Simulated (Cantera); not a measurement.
An isothermal, constant-pressure homogeneous reactor starts with H2 : O2 : N2 = 0.94 : 1 : 3.8 (molar parts), at 1150 K and 97.5 Torr.

Cantera simulation using the H2/O2 subset of GRI-Mech 3.0, which has no nitrogen chemistry; the numbers are that mechanism's predictions, not measurements. The temperature is held fixed by assumption; the heat of reaction is taken as removed at once.

x: mole fraction; the columns are a selection and need not sum to one.

```json
[
 {"t (s)": "0.000200", "x H2": "0.164", "x O2": "0.174", "x O": "1.16e-6", "x H2O": "6.48e-6", "x H": "5.16e-6", "x H2O2": "5.16e-10"},
 {"t (s)": "0.000386", "x H2": "0.149", "x O2": "0.168", "x O": "0.00179", "x H2O": "0.0104", "x H": "0.00802", "x H2O2": "___"},
 {"t (s)": "0.000746", "x H2": "0.0128", "x O2": "0.105", "x O": "0.0131", "x H2O": "0.136", "x H": "0.0400", "x H2O2": "___"},
 {"t (s)": "0.00144", "x H2": "0.00511", "x O2": "0.101", "x O": "0.00432", "x H2O": "0.166", "x H": "0.00810", "x H2O2": "1.62e-6"},
 {"t (s)": "0.00278", "x H2": "0.00126", "x O2": "0.100", "x O": "0.000942", "x H2O": "0.176", "x H": "0.000780", "x H2O2": "1.52e-6"},
 {"t (s)": "0.00537", "x H2": "0.000263", "x O2": "0.100", "x O": "0.000180", "x H2O": "0.178", "x H": "6.30e-5", "x H2O2": "___"},
 {"t (s)": "0.0104", "x H2": "5.88e-5", "x O2": "0.101", "x O": "4.04e-5", "x H2O": "0.178", "x H": "6.74e-6", "x H2O2": "___"},
 {"t (s)": "0.0200", "x H2": "1.49e-5", "x O2": "0.101", "x O": "1.13e-5", "x H2O": "0.178", "x H": "9.85e-7", "x H2O2": "___"},
 {"t (s)": "0.0386", "x H2": "4.40e-6", "x O2": "0.101", "x O": "3.80e-6", "x H2O": "0.178", "x H": "1.89e-7", "x H2O2": "___"},
 {"t (s)": "0.0746", "x H2": "1.53e-6", "x O2": "0.101", "x O": "1.47e-6", "x H2O": "0.178", "x H": "4.47e-8", "x H2O2": "___"},
 {"t (s)": "0.144", "x H2": "6.04e-7", "x O2": "0.101", "x O": "6.29e-7", "x H2O": "0.178", "x H": "1.24e-8", "x H2O2": "___"},
 {"t (s)": "0.278", "x H2": "2.62e-7", "x O2": "0.101", "x O": "2.88e-7", "x H2O": "0.178", "x H": "3.79e-9", "x H2O2": "___"},
 {"t (s)": "0.537", "x H2": "1.21e-7", "x O2": "0.101", "x O": "1.37e-7", "x H2O": "0.178", "x H": "1.25e-9", "x H2O2": "___"},
 {"t (s)": "1.04", "x H2": "5.86e-8", "x O2": "0.101", "x O": "6.79e-8", "x H2O": "0.178", "x H": "4.32e-10", "x H2O2": "___"},
 {"t (s)": "2.00", "x H2": "2.95e-8", "x O2": "0.101", "x O": "3.46e-8", "x H2O": "0.178", "x H": "1.57e-10", "x H2O2": "___"}
]
```

Fill in the missing entries.


- 0.000386, x H2O2: 1.50e-7
- 0.000746, x H2O2: 1.13e-6
- 0.00537, x H2O2: 8.89e-7
- 0.0104, x H2O2: 4.16e-7
- 0.0200, x H2O2: 1.86e-7
- 0.0386, x H2O2: 8.50e-8
- 0.0746, x H2O2: 4.00e-8
- 0.144, x H2O2: 1.95e-8
- 0.278, x H2O2: 9.72e-9
- 0.537, x H2O2: 4.94e-9
- 1.04, x H2O2: 2.55e-9
- 2.00, x H2O2: 1.34e-9
